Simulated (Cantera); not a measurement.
Sublimation and decomposition of ceramics: MgO + C + H2

Input: 1 mol MgO, 0.43 mol C, 0.27 mol H2, held at 10.0 Pa.

Equilibrium computed with Cantera from the NASA thermochemical tables; the gas is ideal and each condensed phase is pure. Candidate condensed phases: C, C6H6, C7H8, C8H18, H2O, Mg, MgCO3, MgO, Mg(OH)2; 116 gas species. The tables' values for MgH are old estimates; treat these amounts as uncertain. Kinetics and transport are ignored.

```
T (K)   x Mg   x CO     x H    x H2       x O    x H2O   x CO2      x O2      x OH  n MgO(s)
-----  -----  -----  ------  ------  --------  -------  ------  --------  --------  --------
1950   0.400  0.340  0.0469   0.168  0.000161   0.0306  0.0141   1.28e-5  0.000779     0.514
2000   0.416  0.314  0.0594   0.133  0.000706   0.0487  0.0250  0.000111   0.00217     0.472
2050   0.437  0.279  0.0702  0.0958   0.00283   0.0669  0.0408  0.000848   0.00536     0.410
2100   0.463  0.232  0.0768  0.0608    0.0105   0.0777  0.0599   0.00574    0.0117     0.314
2150   0.498  0.163  0.0737  0.0306    0.0361   0.0681  0.0709    0.0341    0.0212    0.0750
2200   0.490  0.157  0.0913  0.0263    0.0577   0.0492  0.0556    0.0456    0.0238         0
2250   0.471  0.163   0.116  0.0244    0.0784   0.0335  0.0411    0.0451    0.0239         0
2300   0.453  0.167   0.140  0.0210     0.101   0.0207  0.0293    0.0418    0.0223         0
2350   0.438  0.169   0.162  0.0168     0.125   0.0116  0.0203    0.0361    0.0193         0
2400   0.425  0.170   0.178  0.0125     0.148  0.00596  0.0137    0.0292    0.0156         0
```
x: gas mole fraction; n: condensed amount in mol.

From 1950 K to 2150 K the condensed part is MgO(s). From 2200 K to 2400 K nothing is condensed. The main Mg-bearing gas is Mg throughout.
